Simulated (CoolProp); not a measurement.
Model: reference Helmholtz-energy equation of state, Zhou 2011, in CoolProp.

### Question
Give the vapour pressure (bar), liquid density (kg/m³), liquid cp (kJ/(kg K)), vapour Z of saturated dimethyl carbonate at 546.3 K.

### Answer
| T (K) | p (bar) | liquid density (kg/m³) | liquid cp (kJ/(kg K)) | vapour Z |
|---|---|---|---|---|
| 546.3 | 42.1 | 563 | 4.95 | 0.484 |
